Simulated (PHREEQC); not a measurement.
## Nickel, zinc or cadmium bath: an equilibrium model

Make-up at 7.8 °C: 21 mmol/kgw ZnSO4, 0.071 mmol/kgw KCl and 0.38 mmol/kgw H2SO4. Closed to the air; pH follows from the charge balance.

Equilibrium calculation in PHREEQC: ion-association model, phreeqc.dat.

Each row changes one thing in this solution. No solid was allowed to form.

```json
[
 {"case": "as made", "pH": "3.34", "ionic strength (mol/kgw)": "0.0532", "Zn+2 (mol/kgw)": "0.0131", "SO4-2 (mol/kgw)": "0.0124", "ZnSO4 (mol/kgw)": "0.00705", "Zn(SO4)2-2 (mol/kgw)": "0.000840", "SI of Sylvite (KCl)": "-9.30"},
 {"case": "diluted 2-fold with water", "pH": "___", "ionic strength (mol/kgw)": "0.0294", "Zn+2 (mol/kgw)": "0.00723", "SO4-2 (mol/kgw)": "0.00713", "ZnSO4 (mol/kgw)": "0.00306", "Zn(SO4)2-2 (mol/kgw)": "0.000208", "SI of Sylvite (KCl)": "-9.86"},
 {"case": "temperature from 7.8 to 40 °C", "pH": "3.44", "ionic strength (mol/kgw)": "0.0505", "Zn+2 (mol/kgw)": "0.0125", "SO4-2 (mol/kgw)": "0.0118", "ZnSO4 (mol/kgw)": "0.00782", "Zn(SO4)2-2 (mol/kgw)": "0.000694", "SI of Sylvite (KCl)": "-9.49"},
 {"case": "diluted 10-fold with water", "pH": "___", "ionic strength (mol/kgw)": "0.00718", "Zn+2 (mol/kgw)": "0.00177", "SO4-2 (mol/kgw)": "0.00179", "ZnSO4 (mol/kgw)": "0.000326", "Zn(SO4)2-2 (mol/kgw)": "5.52e-6", "SI of Sylvite (KCl)": "-11.19"},
 {"case": "H2SO4 from 0.00038 to 0.0019 mol/kgw", "pH": "___", "ionic strength (mol/kgw)": "0.0556", "Zn+2 (mol/kgw)": "0.0130", "SO4-2 (mol/kgw)": "0.0129", "ZnSO4 (mol/kgw)": "0.00709", "Zn(SO4)2-2 (mol/kgw)": "0.000879", "SI of Sylvite (KCl)": "-9.30"}
]
```

Question: Fill in the missing entries.

Answer: 
- diluted 2-fold with water, pH: 3.58
- diluted 10-fold with water, pH: 4.19
- H2SO4 from 0.00038 to 0.0019 mol/kgw, pH: 2.64

Species that the database lacks are ignored. Constants without temperature data keep their 25 °C values here.
